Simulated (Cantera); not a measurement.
Al(CH₃)₃ + N₂ (aluminium nitride and oxide growth)

Feed: 1 mol Al(CH₃)₃, 0.64 mol N₂, held at 925 °C and 0.100 bar.

Cantera equilibrium calculation (NASA polynomials, part measured and part estimated; ideal gas, pure solids and liquids). Candidate condensed phases: Al, AlN, C, C₆H₆, C₇H₈, C₈H₁₈; 97 gas species. The feed counts by its element totals alone. Rates play no part.

The x(H₂) comes out as 0.968 and the x(N₂) is 0.0302. The x(CH₄) comes out as 0.00150 and the x(HCN) is 1.25e-5. The x(NH₃) is 3.20e-6. The n(AlN(s)) is 1.00 mol. The n(C(graphite)) is 2.99 mol and the gas amount is 4.633 mol. The log10 activity of Al(l) (absent) is -6.96.
